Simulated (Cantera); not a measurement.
Feed: 1 mol H2S, 4.5 mol O2, equilibrated at 2727 °C and 47.0 mbar.

These are equilibrium values from Cantera (NASA tables, ideal gas, pure condensed phases), not measurements of a reactor. Candidate condensed phases: H2O, H2SO4, S; 19 gas species. Rates play no part.

Base state: O2 0.325, O 0.298, SO2 0.0930, H 0.0907, OH 0.0831, SO 0.0470, H2O 0.0427, H2 0.0155 (mole fractions); condensed: gas only.

**Question.** What changes in the equilibrium state with this change: H2S replaced by S?

**Answer.** 
| species | before | after |
|---|---|---|
| O2 | 0.325 | 0.467 |
| O | 0.298 | 0.357 |
| SO2 | 0.0930 | 0.121 |
| H | 0.0907 | 0 |
| OH | 0.0831 | 0 |
| H2O | 0.0427 | 0 |
| H2 | 0.0155 | 0 |
| SO | 0.0470 | 0.0508 |
| SH | 0.000165 | 0 |
| HO2 | 1.79e-5 | 0 |
| SO3 | 1.03e-5 | 1.59e-5 |
